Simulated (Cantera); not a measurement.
A perfectly stirred reactor is fed with H₂ : O₂ : N₂ = 1 : 0.833 : 2.25 (molar parts), equivalence ratio 0.60, at 3750 Torr; it is adiabatic with a 625 K inlet, and is followed from long to short residence time, starting on the burning branch (τ in s: 0.41, 0.17, 0.071, 0.03, 0.012, 0.0052, 0.0022, 0.0009, 0.00037, 0.00016, 6.5e-05, 2.7e-05, 1.1e-05).

Computed with Cantera and the H2/O2 subset of GRI-Mech 3.0, which has no nitrogen chemistry. The hydrogen kinetics of GRI-Mech 3.0 are dated; newer H2 mechanisms differ, most at raised pressure.

x: mole fraction; the columns are a selection and need not sum to one.

```json
[
 {"τ (s)": "0.41", "T (K)": "2374", "x H₂": "0.00127", "x O₂": "0.0907", "x H": "0.000225", "x H₂O₂": "9.72e-7", "x OH": "0.00856", "x H₂O": "0.272", "x HO₂": "1.33e-5"},
 {"τ (s)": "0.17", "T (K)": "2374", "x H₂": "0.00128", "x O₂": "0.0906", "x H": "0.000226", "x H₂O₂": "9.72e-7", "x OH": "0.00857", "x H₂O": "0.272", "x HO₂": "1.33e-5"},
 {"τ (s)": "0.071", "T (K)": "2373", "x H₂": "0.00128", "x O₂": "0.0906", "x H": "0.000227", "x H₂O₂": "9.71e-7", "x OH": "0.00858", "x H₂O": "0.272", "x HO₂": "1.33e-5"},
 {"τ (s)": "0.030", "T (K)": "2373", "x H₂": "0.00129", "x O₂": "0.0906", "x H": "0.000229", "x H₂O₂": "9.71e-7", "x OH": "0.00860", "x H₂O": "0.272", "x HO₂": "1.33e-5"},
 {"τ (s)": "0.012", "T (K)": "2373", "x H₂": "0.00132", "x O₂": "0.0906", "x H": "0.000236", "x H₂O₂": "9.70e-7", "x OH": "0.00866", "x H₂O": "0.272", "x HO₂": "1.34e-5"},
 {"τ (s)": "0.0052", "T (K)": "2371", "x H₂": "0.00139", "x O₂": "0.0906", "x H": "0.000250", "x H₂O₂": "9.68e-7", "x OH": "0.00879", "x H₂O": "0.272", "x HO₂": "1.35e-5"},
 {"τ (s)": "0.0022", "T (K)": "2369", "x H₂": "0.00154", "x O₂": "0.0906", "x H": "0.000285", "x H₂O₂": "9.66e-7", "x OH": "0.00908", "x H₂O": "0.272", "x HO₂": "1.38e-5"},
 {"τ (s)": "0.00090", "T (K)": "2362", "x H₂": "0.00191", "x O₂": "0.0904", "x H": "0.000376", "x H₂O₂": "9.66e-7", "x OH": "0.00976", "x H₂O": "0.271", "x HO₂": "1.45e-5"},
 {"τ (s)": "0.00037", "T (K)": "2347", "x H₂": "0.00269", "x O₂": "0.0902", "x H": "0.000606", "x H₂O₂": "9.94e-7", "x OH": "0.0111", "x H₂O": "0.269", "x HO₂": "1.65e-5"},
 {"τ (s)": "0.00016", "T (K)": "2320", "x H₂": "0.00412", "x O₂": "0.0899", "x H": "0.00113", "x H₂O₂": "1.09e-6", "x OH": "0.0131", "x H₂O": "0.266", "x HO₂": "2.10e-5"},
 {"τ (s)": "6.5e-5", "T (K)": "2270", "x H₂": "?", "x O₂": "0.0897", "x H": "?", "x H₂O₂": "?", "x OH": "?", "x H₂O": "0.260", "x HO₂": "?"},
 {"τ (s)": "2.7e-5", "T (K)": "2194", "x H₂": "0.0109", "x O₂": "0.0899", "x H": "0.00509", "x H₂O₂": "1.71e-6", "x OH": "0.0184", "x H₂O": "0.252", "x HO₂": "5.31e-5"},
 {"τ (s)": "1.1e-5", "T (K)": "2080", "x H₂": "0.0171", "x O₂": "0.0913", "x H": "0.0101", "x H₂O₂": "2.35e-6", "x OH": "0.0198", "x H₂O": "0.240", "x HO₂": "9.26e-5"}
]
```

Question: Some entries are withheld; supply them.

Answer: 
- 6.5e-5, x H₂: 0.00679
- 6.5e-5, x H: 0.00243
- 6.5e-5, x H₂O₂: 1.32e-6
- 6.5e-5, x OH: 0.0158
- 6.5e-5, x HO₂: 3.18e-5
